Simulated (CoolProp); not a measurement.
Vapour-liquid equilibrium of n-pentane (1) + acetone (2) at 0.39 MPa; x and y are mole fractions of (1).

Values from CoolProp's multi-fluid Helmholtz-energy mixture model, Thol 2019 and Lemmon 2006; pair parameters Bell 2016.

```
x      bubble temperature, mixture model (°C)  bubble temperature, Raoult's law (°C)  y, mixture model  y, Raoult's law
-----  --------------------------------------  -------------------------------------  ----------------  ---------------
0.05                                     95.6                                  100.7             0.175            0.077
0.125                                    89.0                                   99.0             0.342            0.186
0.2                                      84.9                                   97.4             0.443            0.287
0.275                                    82.2                                   95.8             0.509            0.380
0.35                                     80.5                                   94.2             0.556            0.466
0.425                                    79.3                                   92.7             0.592            0.547
0.5                                      78.5                                   91.2             0.622            0.621
0.575                                    78.0                                   89.8             0.651            0.690
0.65                                     77.6                                   88.4             0.682            0.755
0.725                                    77.6                                   87.0             0.717            0.814
0.8                                      77.8                                   85.7             0.762            0.870
0.875                                    78.6                                   84.4             0.823            0.922
0.95                                     80.3                                   83.1             0.913            0.970
```

The largest gap from Raoult's law is -13.7 K in bubble temperature, at x = 0.35. y crosses x between x = 0.65 and 0.725: the model has an azeotrope there.

The pair parameters rest on a limited set of measurements; away from them the model extrapolates.
